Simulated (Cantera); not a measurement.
A Cantera script and what it prints.

```python
import numpy as np
import cantera as ct

gas_names = """
    B BCL BCL2 BCL3 BN B2 CL CL2 N N2
""".split()
cond_names = """
    B(b) B(L) BN(s)
""".split()


def load(file, names, dense=False):
    # The tables refer to 1 bar. Condensed volumes are neglected.
    table = {s.name: s for s in ct.Species.list_from_file(file)}
    out = []
    for n in names:
        d = dict(table[n].input_data)
        d["thermo"] = dict(d["thermo"], **{"reference-pressure": 1e5})
        if dense:
            d["equation-of-state"] = {"model": "constant-volume", "density": "1e6 g/cm^3"}
        out.append(ct.Species.from_dict(d))
    return out


gas = ct.Solution(thermo="ideal-gas", species=load("nasa_gas.yaml", gas_names))
cond = {s.name: ct.Solution(thermo="fixed-stoichiometry", species=[s], name=s.name)
        for s in load("nasa_condensed.yaml", cond_names, dense=True)}
atoms = {
    'BCl3': {'B': 1, 'CL': 3},
    'N2': {'N': 2},
}
top_T = {'BN(s)': 3200}  # K; cautious upper limits of use, not melting points


def equilibrate(T, P, feed):
    n = {}
    for name, mol in feed.items():
        for a, k in atoms[name].items():
            n[a] = n.get(a, 0.0) + k * mol
    gas.TPX = T, P, n
    mass = sum(n.values()) * gas.mean_molecular_weight
    gas.equilibrate("TP")
    valid = [c for c in cond.values() if c.min_temp <= T <= top_T.get(c.name, c.max_temp)]
    mix = ct.Mixture([(gas, mass / gas.mean_molecular_weight)] + [(c, 0.0) for c in valid])
    mix.T, mix.P = T, P
    mix.equilibrate("TP", solver="vcs", rtol=1e-11, max_steps=5000)
    return mix


results = []
feed = {'BCl3': 1, 'N2': 2}  # mol
P = 1000  # Pa
for T in [1125, 1175, 1225, 1275, 1325, 1375, 1425, 1475]:
    mix = equilibrate(T, P, feed)
    results.append((T, P, feed, dict(zip(mix.species_names, mix.species_moles))))
    x = sorted(zip(gas.X, gas.species_names), reverse=True)
    print(f"T = {T:g} K  P = {P:g} Pa  gas = {mix.phase_moles(0):.4g} mol")
    print("   x: " + "  ".join(f"{s} {v:.3e}" for v, s in x if v > 0.0001))
    print("   condensed (mol): " + ("  ".join(f"{mix.phase(i).name} {mix.phase_moles(i):.4g}"
          for i in range(1, mix.n_phases) if mix.phase_moles(i) > 1e-12) or "none"))
```

Output:

```
T = 1125 K  P = 1000 Pa  gas = 3 mol
   x: N2 6.667e-01  BCL3 3.333e-01
   condensed (mol): BN(s) 1.337e-05
T = 1175 K  P = 1000 Pa  gas = 3 mol
   x: N2 6.667e-01  BCL3 3.333e-01
   condensed (mol): BN(s) 2.878e-05
T = 1225 K  P = 1000 Pa  gas = 3 mol
   x: N2 6.666e-01  BCL3 3.333e-01
   condensed (mol): BN(s) 5.799e-05
T = 1275 K  P = 1000 Pa  gas = 3 mol
   x: N2 6.666e-01  BCL3 3.333e-01  CL 1.186e-04
   condensed (mol): BN(s) 0.0001098
T = 1325 K  P = 1000 Pa  gas = 3 mol
   x: N2 6.665e-01  BCL3 3.332e-01  CL 2.222e-04
   condensed (mol): BN(s) 0.0001959
T = 1375 K  P = 1000 Pa  gas = 3.001 mol
   x: N2 6.665e-01  BCL3 3.331e-01  CL 3.982e-04
   condensed (mol): BN(s) 0.0003291
T = 1425 K  P = 1000 Pa  gas = 3.001 mol
   x: N2 6.663e-01  BCL3 3.328e-01  CL 6.853e-04  BCL2 1.668e-04
   condensed (mol): BN(s) 0.0005199
T = 1475 K  P = 1000 Pa  gas = 3.002 mol
   x: N2 6.660e-01  BCL3 3.325e-01  CL 1.137e-03  BCL2 3.590e-04
   condensed (mol): BN(s) 0.0007659
```

These are equilibrium values from Cantera (NASA tables, ideal gas, pure condensed phases), not measurements of a reactor. N2 is the only nitrogen source here; it is nearly inert below about 1500 K, so the nitride shown seldom forms there in practice. The tables' values for BCl2, BCl are old estimates; treat these amounts as uncertain.
